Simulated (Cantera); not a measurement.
A perfectly stirred reactor is fed with CO : H2 : CH4 : O2 : N2 : CO2 = 1 : 0.44 : 1.3 : 3.32 : 12.5 : 1.8 (molar parts), equivalence ratio 1.0, at 12000 Torr; it is adiabatic with a 350 K inlet, and is followed from long to short residence time, starting on the burning branch (τ in s: 0.3, 0.13, 0.058, 0.025, 0.011, 0.0048, 0.0021, 0.0009, 0.00039, 0.00017, 7.4e-05).

Model: GRI-Mech 3.0 (53 species, 325 reactions), integrated in Cantera. The pressure lies above the range GRI-Mech 3.0 was tuned for (to about 10 atm).

### Question
What does this change do: inlet temperature 350 to 773 K?

### Answer
```csv
quantity,before,after
"blow-out, bracketed by the residence times tried","burning at 74.0 µs, the shortest tried","burning at 74.0 µs, the shortest tried"
x(CO) at τ = 0.300 s,0.00497,0.0139
x(H2) at τ = 0.300 s,0.000731,0.00183
x(CH4) at τ = 0.300 s,4.64e-7,8.68e-8
x(NO2) at τ = 0.300 s,4.32e-7,1.83e-6
x(C2H4) at τ = 0.300 s,9.54e-12,<1e-12
x(CO) at τ = 4.80 ms,0.00883,0.0150
x(H2) at τ = 4.80 ms,0.00129,0.00196
x(CH4) at τ = 4.80 ms,1.53e-5,4.78e-6
x(NO2) at τ = 4.80 ms,1.69e-7,9.47e-7
x(C2H4) at τ = 4.80 ms,9.53e-9,5.72e-10
```
